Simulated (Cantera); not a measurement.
Pyrogenic steam for wet oxidation

An isothermal, constant-pressure homogeneous reactor starts with H2 : O2 : N2 = 0.6 : 1 : 1.9 (molar parts), equivalence ratio 0.30, at 1125 K and 15000 Pa.

Model: GRI-Mech 3.0 (53 species, 325 reactions), integrated in Cantera. The temperature is held fixed by assumption; the heat of reaction is taken as removed at once.

| t (s) | x H2 | x O2 | x N2O | x H2O | x NO | x HO2 | x NO2 |
|---|---|---|---|---|---|---|---|
| 1.00e-6 | 0.171 | 0.286 | <1e-12 | <1e-12 | <1e-12 | 1.11e-10 | <1e-12 |
| 4.92e-6 | 0.171 | 0.286 | <1e-12 | 3.92e-11 | <1e-12 | 5.51e-10 | <1e-12 |
| 2.42e-5 | 0.171 | 0.286 | <1e-12 | 2.55e-9 | <1e-12 | 2.82e-9 | <1e-12 |
| 0.000119 | 0.171 | 0.286 | <1e-12 | 1.71e-6 | <1e-12 | 8.30e-8 | <1e-12 |
| 0.000585 | 0.00789 | 0.216 | 1.68e-8 | 0.166 | 2.47e-6 | 3.89e-5 | 3.48e-10 |
| 0.00288 | 0.000198 | 0.219 | 3.18e-8 | 0.187 | 2.74e-6 | 9.46e-6 | 1.92e-8 |
| 0.0141 | 7.16e-6 | 0.219 | 3.42e-8 | 0.187 | 2.71e-6 | 7.37e-7 | 4.93e-8 |
| 0.0695 | 4.16e-7 | 0.219 | 3.50e-8 | 0.187 | 2.72e-6 | 8.16e-8 | 3.70e-8 |
| 0.342 | 5.43e-8 | 0.219 | 3.54e-8 | 0.187 | 2.74e-6 | 1.41e-8 | 1.80e-8 |
| 1.68 | 9.81e-9 | 0.219 | 3.49e-8 | 0.187 | 2.75e-6 | 4.62e-9 | 1.22e-8 |
| 8.27 | 2.95e-9 | 0.219 | 3.11e-8 | 0.187 | 2.74e-6 | 4.58e-9 | 2.25e-8 |
| 40.7 | 2.52e-9 | 0.219 | 1.74e-8 | 0.187 | 2.73e-6 | 4.84e-9 | 2.67e-8 |
| 200 | 2.51e-9 | 0.219 | 2.97e-9 | 0.187 | 2.73e-6 | 4.84e-9 | 2.68e-8 |
x: mole fraction; the columns are a selection and need not sum to one.

Equilibrium at this temperature and pressure: H2 2.51e-9, O2 0.219, N2O 2.34e-9, H2O 0.187, NO 9.46e-5, HO2 4.84e-9, NO2 9.25e-7 (gas phase only).
